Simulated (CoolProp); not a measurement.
Computed with CoolProp (reference Helmholtz-energy equation of state, Penoncello 2003).

For CHF3 (R23), give the phase and the speed of sound (m/s), Joule-Thomson coefficient (K/MPa), viscosity (µPa s), conductivity (mW/(m K)) at -69.05 °C and 5660 kPa; 114.15 °C and 5660 kPa.


- -69.05 °C and 5660 kPa: liquid; speed of sound 788, Joule-Thomson coefficient -0.258, viscosity 264, conductivity 127
- 114.15 °C and 5660 kPa: supercritical; speed of sound 209, Joule-Thomson coefficient 5.67, viscosity 20.9, conductivity 25.8

Viscosity comes from a separate model (Shan 2000). Thermal conductivity comes from a separate model (Shan 2000).
